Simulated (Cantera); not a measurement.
A perfectly stirred reactor is fed with 26.5 % CO, 2.65 % H₂, 14.9 % O₂, 56.0 % N₂, equivalence ratio 0.98, at 140000 Pa; it is adiabatic with a 550 K inlet, and is followed from long to short residence time, starting on the burning branch (τ in s: 0.026, 0.012, 0.0061, 0.0029, 0.0014, 0.00069, 0.00034, 0.00016, 7.9e-05).

Cantera simulation using GRI-Mech 3.0 (53 species, 325 reactions); the numbers are that mechanism's predictions, not measurements.

### Question
Predict: blow-out, bracketed by the residence times tried; x(CO) at τ = 26.0 ms; x(H₂) at τ = 26.0 ms; x(O₂) at τ = 26.0 ms; x(N₂O) at τ = 26.0 ms; x(H) at τ = 26.0 ms; x(CO) at τ = 1.40 ms; x(H₂) at τ = 1.40 ms; x(O₂) at τ = 1.40 ms; x(N₂O) at τ = 1.40 ms; x(H) at τ = 1.40 ms.

### Answer
| Property | Result |
|---|---|
| blow-out, bracketed by the residence times tried | burning at 79.0 µs, the shortest tried |
| x(CO) at τ = 26.0 ms | 0.0537 |
| x(H₂) at τ = 26.0 ms | 0.000962 |
| x(O₂) at τ = 26.0 ms | 0.0265 |
| x(N₂O) at τ = 26.0 ms | 3.91e-7 |
| x(H) at τ = 26.0 ms | 0.000791 |
| x(CO) at τ = 1.40 ms | 0.0904 |
| x(H₂) at τ = 1.40 ms | 0.00193 |
| x(O₂) at τ = 1.40 ms | 0.0444 |
| x(N₂O) at τ = 1.40 ms | 3.69e-7 |
| x(H) at τ = 1.40 ms | 0.00406 |
